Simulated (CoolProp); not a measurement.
Fluoroethane (R161) along the isobar 1.06 MPa: fugacity coefficient from the reference equation and from simpler models built on Tc = 375.2 K, pc = 5.010 MPa, ω = 0.216; each cubic takes its own stable root.

Computed with CoolProp (reference Helmholtz-energy equation of state, Wu 2012).

```
T (K)   phase  reference
-----  ------  ---------
269.6  liquid     0.3423
295.4  liquid     0.7041
321.2     gas     0.8756
346.9     gas     0.9042
372.7     gas     0.9246
398.5     gas     0.9395
424.2     gas     0.9507
450       gas     0.9594
```

Task: How far does each simpler model (Redlich-Kwong, Soave-Redlich-Kwong, Peng-Robinson) lie from the reference over these 8 states: mean and median of the absolute difference, and the worst?

Result: 
- Redlich-Kwong: mean 7.9 %, median 0.5 %, worst +38.4 % at 269.6 K and 1.06 MPa
- Soave-Redlich-Kwong: mean 0.8 %, median 0.4 %, worst +2.4 % at 295.4 K and 1.06 MPa
- Peng-Robinson: mean 0.4 %, median 0.5 %, worst +0.5 % at 295.4 K and 1.06 MPa

At some of these states Redlich-Kwong gives the other phase, because its saturation line lies elsewhere.
